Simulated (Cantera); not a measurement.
Input (Python, Cantera) and output of one run.

```python
import numpy as np
import cantera as ct

gas_names = """
    B BH BH2 BH3 BN BO BO2 B2 B2O B2O2 B2O3 B3O3H3 H HBO HBO2 HNO HNO2 HNO3 HO2 H2 H2O H2O2 H3B3O6 N NH
    NH2 NH3 NH2OH NO NO2 NO3 N2 N2H2 N2H4 N2O O OH O2 O3
""".split()
cond_names = """
    B(b) B(L) BN(s) B2O3(L) B3O3H3(cr) H2O(s) H2O(L)
""".split()


# ... load() reads the species with a 1 bar reference pressure and builds the phases ...
atoms = {
    'B2O3': {'B': 2, 'O': 3},
    'NH3': {'N': 1, 'H': 3},
    'N2': {'N': 2},
}
top_T = {'BN(s)': 3200}  # K; cautious upper limits of use, not melting points


# ... equilibrate(T, P, feed) seeds the gas with the atoms and calls Mixture.equilibrate('TP', solver="vcs", rtol=1e-11, max_steps=5000) ...
results = []
feed = {'B2O3': 1, 'NH3': 0.21, 'N2': 13}  # mol
T = 1548  # K
for P in [10, 28, 77, 220, 600, 1700, 4600, 13000, 36000, 100000]:
    mix = equilibrate(T, P, feed)
    results.append((T, P, feed, dict(zip(mix.species_names, mix.species_moles))))
    x = sorted(zip(gas.X, gas.species_names), reverse=True)
    print(f"T = {T:g} K  P = {P:g} Pa  gas = {mix.phase_moles(0):.4g} mol")
    print("   x: " + "  ".join(f"{s} {v:.3e}" for v, s in x if v > 0.001))
    print("   condensed (mol): " + ("  ".join(f"{mix.phase(i).name} {mix.phase_moles(i):.4g}"
          for i in range(1, mix.n_phases) if mix.phase_moles(i) > 1e-12) or "none"))
```

Result:

```
T = 1548 K  P = 10 Pa  gas = 14.43 mol
   x: N2 9.080e-01  B2O3 6.152e-02  H2 1.658e-02  HBO2 7.721e-03  HBO 2.296e-03  B2O2 2.089e-03  BO 1.337e-03
   condensed (mol): none
T = 1548 K  P = 28 Pa  gas = 14.43 mol
   x: N2 9.083e-01  B2O3 6.172e-02  H2 1.671e-02  HBO2 7.549e-03  HBO 2.375e-03  B2O2 2.217e-03
   condensed (mol): none
T = 1548 K  P = 77 Pa  gas = 14.42 mol
   x: N2 9.085e-01  B2O3 6.184e-02  H2 1.679e-02  HBO2 7.447e-03  HBO 2.423e-03  B2O2 2.298e-03
   condensed (mol): none
T = 1548 K  P = 220 Pa  gas = 13.84 mol
   x: N2 9.470e-01  B2O3 2.549e-02  H2 1.947e-02  HBO2 4.519e-03  HBO 1.909e-03  B2O2 1.230e-03
   condensed (mol): B2O3(L) 0.5842
T = 1548 K  P = 600 Pa  gas = 13.58 mol
   x: N2 9.648e-01  H2 2.119e-02  B2O3 9.347e-03  HBO2 2.543e-03  HBO 1.353e-03
   condensed (mol): BN(s) 0.0001032  B2O3(L) 0.8382
T = 1548 K  P = 1700 Pa  gas = 13.48 mol
   x: N2 9.719e-01  H2 2.204e-02  B2O3 3.299e-03  HBO2 1.836e-03
   condensed (mol): BN(s) 0.004151  B2O3(L) 0.9343
T = 1548 K  P = 4600 Pa  gas = 13.45 mol
   x: N2 9.745e-01  H2 2.251e-02  HBO2 1.332e-03  B2O3 1.219e-03
   condensed (mol): BN(s) 0.004538  B2O3(L) 0.9694
T = 1548 K  P = 13000 Pa  gas = 13.43 mol
   x: N2 9.755e-01  H2 2.279e-02
   condensed (mol): BN(s) 0.004125  B2O3(L) 0.9844
T = 1548 K  P = 36000 Pa  gas = 13.43 mol
   x: N2 9.760e-01  H2 2.295e-02
   condensed (mol): BN(s) 0.003702  B2O3(L) 0.9909
T = 1548 K  P = 100000 Pa  gas = 13.42 mol
   x: N2 9.762e-01  H2 2.303e-02
   condensed (mol): BN(s) 0.003504  B2O3(L) 0.9939
```

Method: chemical equilibrium by Gibbs-energy minimisation in Cantera with the NASA 1993 tables (ideal gas, pure condensed phases). Mutual solubility and eutectic melting of coexisting phases are not modelled. Gases not in the tables: H3BO3.
